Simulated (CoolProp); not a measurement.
200 sccm (0 °C, 1 atm) of nitrogen bubbles through liquid cyclopentane at 277.7 K and leaves saturated at a total pressure of 0.0907 MPa (ideal gas phase). Each further row changes one setting.

Model: reference Helmholtz-energy equation of state, Gedanitz 2015, in CoolProp.

```csv
case,vapour pressure (kPa),mole fraction of vapour,delivery (mg/min),delivery (sccm),change of delivery for a bath 1 K warmer (%)
as stated,17.7,0.195,151,48.3,5.9
bath temperature 282.7 K,22.2,0.244,202,64.7,6.1
total pressure 0.181 MPa,17.7,0.0975,67.6,21.6,5.3
```
